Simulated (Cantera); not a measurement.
What does this Cantera script print?

```python
import numpy as np
import cantera as ct

gas_names = """
    B BF BF2 BF3 BH BHF2 BH2 BH3 BN BO BOF BOF2 BO2 B2 B2O B2O2 B2O3 B3O3F3 B3O3H3 F FO FO2 F2 F2O H HBO
    HBO2 HF HNO HNO2 HNO3 HOF HO2 H2 H2F2 H2O H2O2 H3B3O6 H3F3 H4F4 H5F5 H6F6 H7F7 N NF NF2 NF3 NH NH2
    NH3 NH2OH NO NO2 NO3 N2 N2H2 N2H4 N2O O OH O2 O3
""".split()
cond_names = """
    B(b) B(L) BN(s) B2O3(L) B3O3H3(cr) H2O(s) H2O(L)
""".split()


def load(file, names, dense=False):
    # The tables refer to 1 bar. Condensed volumes are neglected.
    table = {s.name: s for s in ct.Species.list_from_file(file)}
    out = []
    for n in names:
        d = dict(table[n].input_data)
        d["thermo"] = dict(d["thermo"], **{"reference-pressure": 1e5})
        if dense:
            d["equation-of-state"] = {"model": "constant-volume", "density": "1e6 g/cm^3"}
        out.append(ct.Species.from_dict(d))
    return out


gas = ct.Solution(thermo="ideal-gas", species=load("nasa_gas.yaml", gas_names))
cond = {s.name: ct.Solution(thermo="fixed-stoichiometry", species=[s], name=s.name)
        for s in load("nasa_condensed.yaml", cond_names, dense=True)}
atoms = {
    'BF3': {'B': 1, 'F': 3},
    'H2O': {'H': 2, 'O': 1},
    'N2': {'N': 2},
}
top_T = {'BN(s)': 3200}  # K; cautious upper limits of use, not melting points


def equilibrate(T, P, feed):
    n = {}
    for name, mol in feed.items():
        for a, k in atoms[name].items():
            n[a] = n.get(a, 0.0) + k * mol
    gas.TPX = T, P, n
    mass = sum(n.values()) * gas.mean_molecular_weight
    gas.equilibrate("TP")
    valid = [c for c in cond.values() if c.min_temp <= T <= top_T.get(c.name, c.max_temp)]
    mix = ct.Mixture([(gas, mass / gas.mean_molecular_weight)] + [(c, 0.0) for c in valid])
    mix.T, mix.P = T, P
    mix.equilibrate("TP", solver="vcs", rtol=1e-11, max_steps=5000)
    return mix


results = []
feed = {'BF3': 1, 'H2O': 3, 'N2': 0.37}  # mol
P = 40000  # Pa
for T in [1123, 1323, 1523, 1723, 1923, 2123, 2323]:
    mix = equilibrate(T, P, feed)
    results.append((T, P, feed, dict(zip(mix.species_names, mix.species_moles))))

top = {s: max(r[3][s] / sum(r[3][g] for g in gas_names) for r in results) for s in gas_names}
cols = sorted((s for s in top if top[s] > 1e-06), key=lambda s: -top[s])[:6]
seen = [c for c in cond_names if any(r[3].get(c, 0) > 1e-12 for r in results)]
print("log10 of partial pressures in bar; condensed amounts in mol")
print(f"{'T/K':>10s}" + "".join(f"{s[:9]:>10s}" for s in cols + seen))
for T, P, feed, n in results:
    ng = sum(n[g] for g in gas_names)
    print(f"{T:10.4g}" + "".join(f"{np.log10(max(n[s] / ng * P / 1e5, 1e-99)):10.3f}" for s in cols)
          + "".join(f"{n.get(c, 0):10.4g}" for c in seen))
```

It prints:

```
log10 of partial pressures in bar; condensed amounts in mol
       T/K       H2O        HF       BOF       BF3        N2      HBO2   B2O3(L)
      1123    -0.675    -1.000    -3.682    -1.314    -1.488    -3.929    0.0945
      1323    -0.718    -0.891    -2.418    -1.436    -1.498    -2.753    0.1532
      1523    -0.778    -0.864    -1.541    -1.657    -1.526    -1.917   0.04155
      1723    -0.851    -0.809    -1.294    -2.155    -1.552    -1.763         0
      1923    -0.879    -0.785    -1.260    -2.777    -1.559    -1.756         0
      2123    -0.895    -0.780    -1.257    -3.342    -1.562    -1.753         0
      2323    -0.916    -0.781    -1.261    -3.815    -1.567    -1.761         0
```

Cantera equilibrium calculation (NASA polynomials, part measured and part estimated; ideal gas, pure solids and liquids). The tables' values for BF2 are old estimates; treat these amounts as uncertain. Gases not in the tables: H3BO3.
